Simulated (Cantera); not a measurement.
A closed system holds: 1 mol Ti, 3 mol CO₂, 30 mol H₂, equilibrated at 1600 °C and 800 Pa.

Method: chemical equilibrium by Gibbs-energy minimisation in Cantera with the NASA 1993 tables (ideal gas, pure condensed phases). Candidate condensed phases: C, C₆H₆, C₇H₈, C₈H₁₈, H₂O, Ti, TiC, TiO, TiO₂, Ti₂O₃, Ti₃O₅, Ti₄O₇; 113 gas species. Kinetics and transport are ignored.

**Question.** What is the equilibrium state?

**Answer.** 
* **x(H₂)**: 0.863
* **x(CO)**: 0.0896
* **x(H₂O)**: 0.0393
* **x(H)**: 0.00671
* **x(CO₂)**: 0.000992
* **x(OH)**: 2.37e-5
* **x(TiO₂)**: 1.63e-6
* **n(Ti₃O₅(s))**: 0.333 mol
* **gas amount**: 33.11 mol
* **log10 activity of Ti₄O₇(s) (absent)**: -0.05
* **log10 activity of Ti₂O₃(s) (absent)**: -0.44
* **log10 activity of C(graphite) (absent)**: -5.50
